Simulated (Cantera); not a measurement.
Input: 1 mol SiH4, 2.3 mol NO, 40 mol N2, 3.4 mol O3, equilibrated at 0.133 bar.

Method: chemical equilibrium by Gibbs-energy minimisation in Cantera with the NASA 1993 tables (ideal gas, pure condensed phases). Candidate condensed phases: H2O, Si, SiO2, Si2N2O, Si3N4; 35 gas species. The tables hold silica as quartz up to 1696 K and as liquid above; real silica turns to tridymite and cristobalite and melts near 1996 K. The numbers say what is thermodynamically allowed, not how fast it happens.

**Question.** Which condensed phases are stable at each of these points (T (°C)): 650, 750, 850, 950, 1050, 1150, 1250, 1350, 1450?

**Answer.** 
| T (°C) | condensed phases | Si condensed (%) |
|---|---|---|
| 650 | SiO2(β-quartz) | 100.0 |
| 750 | SiO2(β-quartz) | 100.0 |
| 850 | SiO2(β-quartz) | 100.0 |
| 950 | SiO2(β-quartz) | 100.0 |
| 1050 | SiO2(β-quartz) | 100.0 |
| 1150 | SiO2(β-quartz) | 100.0 |
| 1250 | SiO2(β-quartz) | 100.0 |
| 1350 | SiO2(β-quartz) | 100.0 |
| 1450 | SiO2(condensed) | 100.0 |

From 650 °C to 1350 °C the condensed part is SiO2(β-quartz). At 1450 °C the condensed part is SiO2(condensed).
